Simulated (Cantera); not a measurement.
A freely propagating, adiabatic, planar premixed flame of C3H8 : O2 : N2 = 1 : 3.33 : 12.5 (molar parts), equivalence ratio 1.5, unburnt at 450 K and 10.0 bar; mixture-averaged transport, grid criteria slope 0.08 and curve 0.16, no radiation.

Cantera simulation using GRI-Mech 3.0 (53 species, 325 reactions); the numbers are that mechanism's predictions, not measurements. GRI-Mech 3.0 was tuned for natural gas; its chemistry of propane as a main component is partial and can be far from experiment. Burning velocities carry a grid error of a few per cent, more on coarse grids.

**Question.** How do the results move with these cheaper or finer settings: unity-Lewis-number transport; multicomponent transport; multicomponent+Soret transport; grid criteria slope 0.5, curve 1; grid criteria slope 0.25, curve 0.5; grid criteria slope 0.03, curve 0.06?

**Answer.** 
| setting | laminar burning velocity | thermal thickness | peak x(CH4) | peak x(OH) | grid points |
|---|---|---|---|---|---|
| as above | 20.5 cm/s | 0.0969 mm | 0.00886 | 0.000241 | 127 |
| unity-Lewis-number transport | 17.3 cm/s | 0.108 mm | 0.00752 | 0.000274 | 127 |
| multicomponent transport | 20.5 cm/s | 0.0979 mm | 0.00892 | 0.000241 | 128 |
| multicomponent+Soret transport | 20.3 cm/s | 0.0976 mm | 0.00855 | 0.000246 | 130 |
| grid criteria slope 0.5, curve 1 | 22.3 cm/s | 0.107 mm | 0.00931 | 0.000212 | 31 |
| grid criteria slope 0.25, curve 0.5 | 21.5 cm/s | 0.0999 mm | 0.00882 | 0.000241 | 50 |
| grid criteria slope 0.03, curve 0.06 | 20.3 cm/s | 0.0954 mm | 0.00876 | 0.000249 | 316 |
The base run took around 6 core-seconds (rough).
Unity Lewis numbers drop preferential diffusion, which matters most where H2 and H carry the flame; Soret adds thermal diffusion.
